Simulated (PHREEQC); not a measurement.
A PHREEQC input (ion-association model, wateq4f.dat):

```
SOLUTION 1
  temp 50
  units g/L
  pH 5.92
  pe 11.5
  Na 0.0456
  K 0.00337
  Ca 0.0536
  Mg 0.00644
  Cl 0.00325
  S(6) 0.104 as SO4
  Alkalinity 0.187 as HCO3
  Zn 0.000135
END
USE solution 1
EQUILIBRIUM_PHASES 1
  Quartz 0 0.5
  CO2(g) -3.4 10
END
```

The run finishes without an error or a warning.

Its last state differs from that of the intended input:

```
quantity                    as run  intended
------------------------  --------  --------
pH                            8.73      5.99
ionic strength (mol/kgw)   0.00681   9.00e-6
HCO3- (mol/kgw)            0.00233   3.96e-6
H3SiO4- (mol/kgw)          4.14e-5   7.01e-8
CaSO4 (mol/kgw)           0.000114  3.48e-10
CO3-2 (mol/kgw)           0.000108  2.64e-10
```

One thing in the input isn't as intended. What explains the difference?

One answer among several that fit: The fault: the units line changed with the numbers kept. The line should read `units mg/L` where the input has `units g/L`.
